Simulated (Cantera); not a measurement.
Input: 1 mol trisilylamine, 0.46 mol NH3, at 13.3 mbar.

These are equilibrium values from Cantera (NASA tables, ideal gas, pure condensed phases), not measurements of a reactor. Candidate condensed phases: Si, Si3N4; 18 gas species. The feed counts by its element totals alone. Mutual solubility and eutectic melting of coexisting phases are not modelled. Gases not in the tables: Si2H6 and higher silanes. The numbers say what is thermodynamically allowed, not how fast it happens.

**Question.** Which condensed phases are stable at each of these points (T (°C)): 450, 550, 650, 750, 850, 950, 1050, 1150, 1250, 1350, 1450, 1550, 1650, 1750?

**Answer.** 
```json
[
 {"T (°C)": "450", "condensed phases": "Si(s) + Si3N4(s)", "Si condensed (%)": "100.0"},
 {"T (°C)": "550", "condensed phases": "Si(s) + Si3N4(s)", "Si condensed (%)": "100.0"},
 {"T (°C)": "650", "condensed phases": "Si(s) + Si3N4(s)", "Si condensed (%)": "100.0"},
 {"T (°C)": "750", "condensed phases": "Si(s) + Si3N4(s)", "Si condensed (%)": "100.0"},
 {"T (°C)": "850", "condensed phases": "Si(s) + Si3N4(s)", "Si condensed (%)": "100.0"},
 {"T (°C)": "950", "condensed phases": "Si(s) + Si3N4(s)", "Si condensed (%)": "100.0"},
 {"T (°C)": "1050", "condensed phases": "Si(s) + Si3N4(s)", "Si condensed (%)": "100.0"},
 {"T (°C)": "1150", "condensed phases": "Si(s) + Si3N4(s)", "Si condensed (%)": "100.0"},
 {"T (°C)": "1250", "condensed phases": "Si(s) + Si3N4(s)", "Si condensed (%)": "100.0"},
 {"T (°C)": "1350", "condensed phases": "Si(s) + Si3N4(s)", "Si condensed (%)": "100.0"},
 {"T (°C)": "1450", "condensed phases": "Si(l)", "Si condensed (%)": "100.0"},
 {"T (°C)": "1550", "condensed phases": "Si(l)", "Si condensed (%)": "99.9"},
 {"T (°C)": "1650", "condensed phases": "Si(l)", "Si condensed (%)": "99.7"},
 {"T (°C)": "1750", "condensed phases": "Si(l)", "Si condensed (%)": "99.0"}
]
```

From 450 °C to 1350 °C the condensed part is Si(s) + Si3N4(s). From 1450 °C to 1750 °C the condensed part is Si(l).
